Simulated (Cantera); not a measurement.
Input: 1 mol C3H6, 0.37 mol CO2, 0.48 mol NH3, at 45.0 bar.

Cantera equilibrium calculation (NASA polynomials, part measured and part estimated; ideal gas, pure solids and liquids). Candidate condensed phases: C, C6H6, C7H8, C8H18, H2O; 169 gas species. Ions and electrons are included (thermal ionisation). The ideal-gas law is rough above about 30 bar. Equilibrium is a limit: real reactors are often held back by kinetics, nucleation or transport.

**Question.** Which condensed phases are stable at each of these points (T (°C)): 1727, 1977, 2227, 2477, 2727, 2977, 3227, 3477, 3727, 3977, 4227, 4477, 4727?

**Answer.** 
```
T (°C)  condensed phases  C condensed (%)
------  ----------------  ---------------
1727         C(graphite)             75.9
1977         C(graphite)             75.4
2227         C(graphite)             73.0
2477         C(graphite)             68.1
2727         C(graphite)             59.3
2977         C(graphite)             45.5
3227         C(graphite)             25.1
3477            gas only              0.0
3727            gas only              0.0
3977            gas only              0.0
4227            gas only              0.0
4477            gas only              0.0
4727            gas only              0.0
```

From 1727 °C to 3227 °C the condensed part is C(graphite). From 3477 °C to 4727 °C nothing is condensed.
